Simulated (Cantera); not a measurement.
Charge: 1 mol Al, 2.1 mol Cl₂, 0.23 mol H₂, at 2.00 Pa.

These are equilibrium values from Cantera (NASA tables, ideal gas, pure condensed phases), not measurements of a reactor. Candidate condensed phases: Al, AlCl₃; 12 gas species. Kinetics and transport are ignored.

Problem. At 900 K, list the 4 most abundant gas species with their mole fractions, and the condensed phases.

Solution. AlCl₃ 0.544, HCl 0.250, Cl₂ 0.198, Cl 0.00735. Condensed: gas only.
